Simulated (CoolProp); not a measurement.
Model: reference Helmholtz-energy equation of state, Thol 2014, in CoolProp.

Give the vapour pressure (kPa), liquid density (kg/m³), liquid cp (kJ/(kg K)), surface tension (mN/m) of saturated diethyl ether at 64.45, 155.65 °C.


```csv
T (°C),p (kPa),liquid density (kg/m³),liquid cp (kJ/(kg K)),surface tension (mN/m)
64.45,264,659,2.49,11.9
155.65,1970,505,3.23,2.52
```

Surface tension comes from a separate correlation (Mulero 2014).
